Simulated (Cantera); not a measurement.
What does this Cantera script print?

```python
import numpy as np
import cantera as ct

gas_names = """
    AL ALCL ALCL2 ALCL3 ALH AL2 AL2CL6 CL CL2 H HCL H2
""".split()
cond_names = """
    AL(cr) AL(L) ALCL3(s) ALCL3(L)
""".split()


def load(file, names, dense=False):
    # The tables refer to 1 bar. Condensed volumes are neglected.
    table = {s.name: s for s in ct.Species.list_from_file(file)}
    out = []
    for n in names:
        d = dict(table[n].input_data)
        d["thermo"] = dict(d["thermo"], **{"reference-pressure": 1e5})
        if dense:
            d["equation-of-state"] = {"model": "constant-volume", "density": "1e6 g/cm^3"}
        out.append(ct.Species.from_dict(d))
    return out


gas = ct.Solution(thermo="ideal-gas", species=load("nasa_gas.yaml", gas_names))
cond = {s.name: ct.Solution(thermo="fixed-stoichiometry", species=[s], name=s.name)
        for s in load("nasa_condensed.yaml", cond_names, dense=True)}
atoms = {
    'Al': {'AL': 1},
    'HCl': {'H': 1, 'CL': 1},
    'H2': {'H': 2},
}
top_T = {}  # K; cautious upper limits of use, not melting points


def equilibrate(T, P, feed):
    n = {}
    for name, mol in feed.items():
        for a, k in atoms[name].items():
            n[a] = n.get(a, 0.0) + k * mol
    gas.TPX = T, P, n
    mass = sum(n.values()) * gas.mean_molecular_weight
    gas.equilibrate("TP")
    valid = [c for c in cond.values() if c.min_temp <= T <= top_T.get(c.name, c.max_temp)]
    mix = ct.Mixture([(gas, mass / gas.mean_molecular_weight)] + [(c, 0.0) for c in valid])
    mix.T, mix.P = T, P
    mix.equilibrate("TP", solver="vcs", rtol=1e-11, max_steps=5000)
    return mix


results = []
feed = {'Al': 1, 'HCl': 2.7, 'H2': 15}  # mol
P = 1333.22  # Pa
for T in [548, 573, 598, 623, 648, 673, 698, 723, 748, 773, 798, 823, 848]:
    mix = equilibrate(T, P, feed)
    results.append((T, P, feed, dict(zip(mix.species_names, mix.species_moles))))

top = {s: max(r[3][s] / sum(r[3][g] for g in gas_names) for r in results) for s in gas_names}
cols = sorted((s for s in top if top[s] > 1e-06), key=lambda s: -top[s])[:9]
seen = [c for c in cond_names if any(r[3].get(c, 0) > 1e-12 for r in results)]
print("log10 of partial pressures in bar; condensed amounts in mol")
print(f"{'T/K':>10s}" + "".join(f"{s[:9]:>10s}" for s in cols + seen))
for T, P, feed, n in results:
    ng = sum(n[g] for g in gas_names)
    print(f"{T:10.4g}" + "".join(f"{np.log10(max(n[s] / ng * P / 1e5, 1e-99)):10.3f}" for s in cols)
          + "".join(f"{n.get(c, 0):10.4g}" for c in seen))
```

Result:

```
log10 of partial pressures in bar; condensed amounts in mol
       T/K        H2     ALCL3    AL2CL6      ALCL     ALCL2       HCL    AL(cr)
       548    -1.889    -3.848    -3.546    -9.556    -9.359   -10.651       0.1
       573    -1.891    -3.632    -3.625    -8.896    -8.766   -10.156       0.1
       598    -1.893    -3.461    -3.746    -8.300    -8.240    -9.711   0.09999
       623    -1.894    -3.335    -3.921    -7.763    -7.779    -9.313   0.09998
       648    -1.896    -3.254    -4.150    -7.280    -7.377    -8.957   0.09994
       673    -1.897    -3.207    -4.418    -6.843    -7.024    -8.638   0.09984
       698    -1.898    -3.183    -4.703    -6.444    -6.710    -8.347   0.09961
       723    -1.898    -3.171    -4.990    -6.077    -6.425    -8.080   0.09912
       748    -1.898    -3.165    -5.267    -5.737    -6.163    -7.833   0.09813
       773    -1.898    -3.163    -5.531    -5.421    -5.921    -7.603   0.09622
       798    -1.899    -3.162    -5.781    -5.125    -5.695    -7.388   0.09268
       823    -1.899    -3.164    -6.019    -4.848    -5.484    -7.186   0.08638
       848    -1.899    -3.167    -6.246    -4.589    -5.288    -6.997   0.07558
```

These are equilibrium values from Cantera (NASA tables, ideal gas, pure condensed phases), not measurements of a reactor. The tables' values for AlCl2 are old estimates; treat these amounts as uncertain.
